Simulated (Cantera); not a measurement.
Mixture: CH₄ : CO : O₂ : N₂ = 1 : 0.034 : 4.38 : 16.5 (molar parts), equivalence ratio 0.46, at 0.630 bar, adiabatic and at constant pressure. Ignition delay is the time to a rise of 400 K.

Cantera simulation using GRI-Mech 3.0 (53 species, 325 reactions); the numbers are that mechanism's predictions, not measurements.

What does this change do: CH4 1 to 1.4 parts?


```tsv
quantity	before	after
delay at 1098 K	0.220 s	0.264 s
delay at 1298 K	11.6 ms	13.8 ms
delay at 1498 K	1.35 ms	1.47 ms
delay at 1698 K	0.308 ms	0.311 ms
delay at 1898 K	0.102 ms	98.8 µs
apparent activation energy between 1698 and 1898 K	150 kJ/mol	150 kJ/mol
```
